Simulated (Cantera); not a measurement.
## Thermodynamics of silicon carbide growth, feed SiCl4 + C2H4 + H2 + HCl

A closed system holds: 1 mol SiCl4, 0.11 mol C2H4, 2.9 mol H2, 2 mol HCl, equilibrated at 2177 °C.

Method: chemical equilibrium by Gibbs-energy minimisation in Cantera with the NASA 1993 tables (ideal gas, pure condensed phases). Candidate condensed phases: C, C6H6, C7H8, C8H18, Si, SiC; 109 gas species. The tables' values for SiCl, SiCl3 are old estimates; treat these amounts as uncertain. Gases not in the tables: Si2H6 and higher silanes. Rates play no part.

```csv
P (Pa),log p HCl,log p H2,log p Cl,log p H,log p SiCl2,log p Si,log p SiCl,n C(graphite)
100,-3.62,-3.85,-3.54,-3.62,-4.91,-4.20,-5.19,0
240,-3.11,-3.37,-3.27,-3.38,-4.10,-3.93,-4.65,0
560,-2.66,-2.93,-3.04,-3.16,-3.46,-3.74,-4.24,0.0479
1300,-2.25,-2.50,-2.84,-2.95,-2.94,-3.63,-3.92,0.110
3200,-1.82,-2.07,-2.63,-2.73,-2.46,-3.56,-3.64,0.150
7500,-1.43,-1.68,-2.43,-2.54,-2.04,-3.54,-3.43,0.168
18000,-1.03,-1.29,-2.23,-2.34,-1.64,-3.54,-3.23,0.176
42000,-0.65,-0.91,-2.04,-2.15,-1.27,-3.54,-3.04,0.179
100000,-0.27,-0.53,-1.85,-1.96,-0.89,-3.55,-2.86,0.180
```
log p: log10 of the partial pressure in bar; n: condensed amount in mol.

From 0.750 Torr to 1.80 Torr nothing is condensed. From 4.20 Torr to 750 Torr the condensed part is C(graphite). The main Si-bearing gas is Si at 0.750 Torr and SiCl2 at 750 Torr.
